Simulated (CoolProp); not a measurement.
Vapour-liquid equilibrium of diethyl ether (1) + benzene (2) at 100.05 °C; x and y are mole fractions of (1).

Computed with CoolProp (multi-fluid Helmholtz-energy mixture model, Thol 2014 and Thol 2012; pair parameters Bell 2016).

```
x      bubble pressure, mixture model (MPa)  bubble pressure, Raoult's law (MPa)  y, mixture model  y, Raoult's law
-----  ------------------------------------  -----------------------------------  ----------------  ---------------
0.05                                    ___                               0.2041             0.149            0.160
0.125                                0.2365                               0.2397               ___            0.342
0.2                                  0.2702                               0.2753             0.448            0.476
0.275                                0.3041                               0.3109             0.550            0.579
0.35                                 0.3382                               0.3465             0.632            0.662
0.425                                0.3727                               0.3821             0.700            0.729
0.5                                  0.4075                               0.4177             0.758            0.784
0.575                                0.4429                               0.4533             0.808            0.831
0.65                                 0.4787                               0.4889             0.851            0.871
0.725                                0.5152                               0.5245             0.889            0.905
0.8                                  0.5522                               0.5601               ___            0.936
0.875                                0.5901                               0.5957             0.954            0.962
0.95                                 0.6287                               0.6313             0.983            0.986
```

Question: Some entries are withheld; supply them.

Answer: 
- 0.05, bubble pressure, mixture model (MPa): 0.2029
- 0.125, y, mixture model: 0.319
- 0.8, y, mixture model: 0.924

The largest gap from Raoult's law is -2.5 % in bubble pressure, at x = 0.425. No azeotrope shows between x = 0.05 and 0.95.

Pair parameters are fitted to limited data, so mixtures are less certain than the pure fluids.
